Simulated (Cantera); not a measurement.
Input: 1 mol SiCl4, 0.015 mol C2H2, 66 mol H2, 0.16 mol C2H4, held at 1625 K and 82.0 mbar.

Cantera equilibrium calculation (NASA polynomials, part measured and part estimated; ideal gas, pure solids and liquids). Candidate condensed phases: C, C6H6, C7H8, C8H18, Si, SiC; 109 gas species. Mutual solubility and eutectic melting of coexisting phases are not modelled. The tables' values for SiCl3 are old estimates; treat these amounts as uncertain. Rates play no part.

Base state: H2 0.949, HCl 0.0439, SiCl2 0.00711, H 0.000240, SiCl3 0.000109, SiHCl3 1.31e-5 (mole fractions); condensed: Si(s) + SiC(s).

### Question
What changes in the equilibrium state with this change: SiCl4 replaced by (CH3)2SiCl2?

### Answer
```csv
species,before,after
H2,0.949,0.971
HCl,0.0439,0.0284
H,0.000240,0.000243
SiCl2,0.00711,3.32e-5
C2H2 (acetylene),4.41e-9,3.45e-5
SiCl3,0.000109,3.25e-7
SiHCl3,1.31e-5,3.95e-8
"Si(s), mol",0.154,0
"SiC(s), mol",0.350,0.998
"C(graphite), mol",0,1.34
```
The feed counts by its element totals alone.
